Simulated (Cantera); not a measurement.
An isothermal, constant-pressure homogeneous reactor starts with 28.6 % C₂H₄, 71.4 % H₂, at 1375 K and 370 Pa.

Computed with Cantera and GRI-Mech 3.0 (53 species, 325 reactions). GRI-Mech 3.0 was tuned for natural gas; its chemistry of ethylene as a main component is partial and can be far from experiment. GRI-Mech 3.0 stops at C3 and has no aromatics, soot or wall deposition, so with more carbon than oxygen in the feed, carbon stays in small species such as C2H2 where larger ones or solid carbon would form. Radical loss at walls, strong at low pressure, is not modelled.

Problem. Predict: x(C₂H₄) at 7.00 s; x(H₂) at 7.00 s; x(C₂H₂) at 7.00 s; x(H) at 7.00 s; x(CH₃) at 7.00 s.

Solution. 
```
Property                                            Result
-----------------  ---------------------------------------
x(C₂H₄) at 7.00 s   0.117 (gas-phase equilibrium 0.000697)
x(H₂) at 7.00 s        0.752 (gas-phase equilibrium 0.774)
x(C₂H₂) at 7.00 s      0.131 (gas-phase equilibrium 0.220)
x(H) at 7.00 s     5.49e-6 (gas-phase equilibrium 4.99e-5)
x(CH₃) at 7.00 s   2.18e-8 (gas-phase equilibrium 5.61e-6)
```
